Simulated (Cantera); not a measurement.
Charge: 1 mol Pb, 1.4 mol O₂, 0.59 mol N₂, held at 75000 Pa.

Cantera equilibrium calculation (NASA polynomials, part measured and part estimated; ideal gas, pure solids and liquids). Candidate condensed phases: Pb, PbO, PbO₂, Pb₃O₄; 12 gas species. Gases not in the tables: (PbO)n polymers. Rates play no part.

x: gas mole fraction; n: condensed amount in mol.

| T (K) | x O₂ | x N₂ | x PbO | x NO | x Pb | x NO₂ | x O | n Pb₃O₄(s) | n PbO(red) | n PbO(yellow) | n PbO(l) |
|---|---|---|---|---|---|---|---|---|---|---|---|
| 575 | 0.554 | 0.446 | <1e-12 | 1.13e-8 | <1e-12 | 1.52e-7 | <1e-12 | 0.333 | 0 | 0 | 0 |
| 675 | 0.604 | 0.396 | <1e-12 | 1.89e-7 | <1e-12 | 4.35e-7 | <1e-12 | 0 | 1.00 | 0 | 0 |
| 775 | 0.604 | 0.396 | 2.39e-11 | 1.55e-6 | <1e-12 | 9.32e-7 | <1e-12 | 0 | 0 | 1.00 | 0 |
| 875 | 0.604 | 0.396 | 3.43e-9 | 7.82e-6 | <1e-12 | 1.68e-6 | 1.84e-12 | 0 | 0 | 1.00 | 0 |
| 975 | 0.604 | 0.396 | 1.73e-7 | 2.84e-5 | (withheld) | 2.69e-6 | 6.47e-11 | 0 | 0 | 1.00 | 0 |
| 1075 | 0.604 | 0.396 | 4.11e-6 | 8.10e-5 | (withheld) | 3.95e-6 | 1.18e-9 | 0 | 0 | 1.000 | 0 |
| 1175 | 0.604 | 0.396 | 5.37e-5 | 0.000193 | (withheld) | 5.45e-6 | 1.31e-8 | 0 | 0 | 0 | 1.000 |
| 1275 | 0.604 | 0.396 | 0.000387 | 0.000403 | (withheld) | 7.14e-6 | 1.00e-7 | 0 | 0 | 0 | 0.999 |
| 1375 | 0.602 | 0.395 | 0.00205 | 0.000753 | (withheld) | 9.00e-6 | 5.70e-7 | 0 | 0 | 0 | 0.997 |
| 1475 | 0.598 | 0.392 | 0.00851 | 0.00129 | (withheld) | 1.09e-5 | 2.56e-6 | 0 | 0 | 0 | 0.987 |
| 1575 | 0.585 | 0.383 | 0.0291 | 0.00202 | (withheld) | 1.26e-5 | 9.46e-6 | 0 | 0 | 0 | 0.955 |

Question: Some entries are withheld; supply them.

Answer: 
- 975, x Pb: 5.50e-12
- 1075, x Pb: 5.54e-10
- 1175, x Pb: 2.40e-8
- 1275, x Pb: 4.76e-7
- 1375, x Pb: 6.00e-6
- 1475, x Pb: 5.29e-5
- 1575, x Pb: 0.000352
